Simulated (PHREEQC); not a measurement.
A made-up water analysis in mg/kgw, 25 °C, pH 6.79, pe -0.7:

```tsv
constituent	mg/kgw
Na	0.362
K	1.81
Ca	1.67
Mg	0.313
Cl	0.895
S(6) as SO4	0.922
Alkalinity as HCO3	7.65
Fe(2)	0.0389
N(-3) as NH4	0.00468
Si as SiO2	0.223
```

Valence states are taken as typed.

Model: ion-association model, wateq4f.dat, run in PHREEQC.

No solid was allowed to form.

Problem. Estimate the charge-balance error.

Solution. charge-balance error 0.9 %.

Problem. In which forms is Fe present?

Solution. Fe+2 98 %, FeHCO3+ 1.2 % of the Fe.

Species that the database lacks are ignored.
